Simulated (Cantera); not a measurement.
Si₃H₈ + Cl₂ + H₂ (silicon epitaxy and polysilicon growth)

A closed system holds: 1 mol Si₃H₈, 0.15 mol Cl₂, 12 mol H₂, equilibrated at 16000 Pa.

These are equilibrium values from Cantera (NASA tables, ideal gas, pure condensed phases), not measurements of a reactor. Candidate condensed phases: Si; 19 gas species. The feed counts by its element totals alone. The tables' values for SiCl₃ are old estimates; treat these amounts as uncertain. Equilibrium is a limit: real reactors are often held back by kinetics, nucleation or transport.

From 1000 K to 1525 K the condensed part is Si(s). The main Si-bearing gas is SiHCl₃ at 1000 K and SiCl₂ at 1525 K.

```json
[
 {"T (K)": "1000", "x H₂": "0.990", "x HCl": "0.00674", "x SiHCl₃": "0.00163", "x SiCl₄": "0.00157", "x SiCl₂": "7.79e-5", "x SiH₂Cl₂": "0.000182", "x SiCl₃": "7.11e-5", "n Si(s)": "2.94"},
 {"T (K)": "1075", "x H₂": "0.987", "x HCl": "0.0106", "x SiHCl₃": "0.00107", "x SiCl₄": "0.000925", "x SiCl₂": "0.000224", "x SiH₂Cl₂": "0.000144", "x SiCl₃": "0.000114", "n Si(s)": "2.96"},
 {"T (K)": "1150", "x H₂": "0.984", "x HCl": "0.0141", "x SiHCl₃": "0.000525", "x SiCl₄": "0.000370", "x SiCl₂": "0.000444", "x SiH₂Cl₂": "9.34e-5", "x SiCl₃": "0.000123", "n Si(s)": "2.97"},
 {"T (K)": "1225", "x H₂": "0.983", "x HCl": "0.0160", "x SiHCl₃": "0.000195", "x SiCl₄": "0.000102", "x SiCl₂": "0.000632", "x SiH₂Cl₂": "5.01e-5", "x SiCl₃": "9.01e-5", "n Si(s)": "2.98"},
 {"T (K)": "1300", "x H₂": "0.983", "x HCl": "0.0166", "x SiHCl₃": "6.58e-5", "x SiCl₄": "2.44e-5", "x SiCl₂": "0.000746", "x SiH₂Cl₂": "2.51e-5", "x SiCl₃": "5.53e-5", "n Si(s)": "2.99"},
 {"T (K)": "1375", "x H₂": "0.982", "x HCl": "0.0167", "x SiHCl₃": "2.32e-5", "x SiCl₄": "6.19e-6", "x SiCl₂": "0.000820", "x SiH₂Cl₂": "1.29e-5", "x SiCl₃": "3.32e-5", "n Si(s)": "2.99"},
 {"T (K)": "1450", "x H₂": "0.982", "x HCl": "0.0167", "x SiHCl₃": "8.92e-6", "x SiCl₄": "1.76e-6", "x SiCl₂": "0.000877", "x SiH₂Cl₂": "7.00e-6", "x SiCl₃": "2.06e-5", "n Si(s)": "2.99"},
 {"T (K)": "1525", "x H₂": "0.982", "x HCl": "0.0167", "x SiHCl₃": "3.74e-6", "x SiCl₄": "5.62e-7", "x SiCl₂": "0.000925", "x SiH₂Cl₂": "4.02e-6", "x SiCl₃": "1.32e-5", "n Si(s)": "2.98"}
]
```
x: gas mole fraction; n: condensed amount in mol.
